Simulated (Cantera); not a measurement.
A jet of CH4 : O2 : N2 = 0.015 : 0.13 : 0.79 (molar parts) at 300 K and 0.0260 bar hits a platinum plate 3.9 cm away at a mass flux of 0.054 kg/m²/s; the plate temperature is set and raised in steps from an oxygen-covered start.

Cantera simulation using Deutschmann's 1995 Pt surface mechanism with GRI-Mech 3.0 gas chemistry; the numbers are that mechanism's predictions, not measurements. Catalytic surfaces can have several steady states; this one follows from the mechanism file's or the stated starting coverage.

x: mole fraction at the wall; θ: surface coverage.

| plate T (K) | wall x CH4 | wall x O2 | wall x H2O | wall x OH | wall x CO | wall x CO2 | θ free Pt | θ O* |
|---|---|---|---|---|---|---|---|---|
| 900 | 0.0130 | 0.133 | 0.00567 | 2.49e-8 | [?] | 0.00369 | 0.254 | 0.746 |
| 950 | 0.0114 | 0.129 | 0.00859 | 8.45e-8 | [?] | 0.00560 | 0.327 | 0.673 |
| 1000 | 0.00988 | 0.126 | 0.0114 | 2.43e-7 | [?] | 0.00748 | 0.400 | 0.599 |
| 1050 | 0.00850 | 0.123 | 0.0140 | 6.07e-7 | [?] | 0.00915 | 0.473 | 0.527 |
| 1100 | 0.00736 | 0.121 | 0.0161 | 1.37e-6 | [?] | 0.0105 | 0.541 | 0.458 |

### Question
Fill in the missing entries.

### Answer

- 900, wall x CO: 5.62e-6
- 950, wall x CO: 6.87e-6
- 1000, wall x CO: 8.11e-6
- 1050, wall x CO: 9.40e-6
- 1100, wall x CO: 1.09e-5
